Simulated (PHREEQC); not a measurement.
Polishing slurry liquid: speciation

A solution holds 0.0027 mol HNO3 and 5.9e-05 mol Al(NO3)3 per kg of water, at 60 °C. It is in equilibrium with CO2 at log p = -3.4 (atm). Otherwise closed; pH follows from the charge balance.

Computed with PHREEQC (ion-association model, phreeqc.dat).

No solid was allowed to form.

Q: Estimate the pH, specific conductance.

A: pH 2.59; specific conductance 2120 µS/cm.

Q: In which forms is Al present?

A: Al+3 98 %, AlOH+2 2.4 % of the Al.

Complexes and solids missing from the database can't appear. At this temperature some constants are extrapolated from 25 °C, and those without enthalpy data are left unchanged.
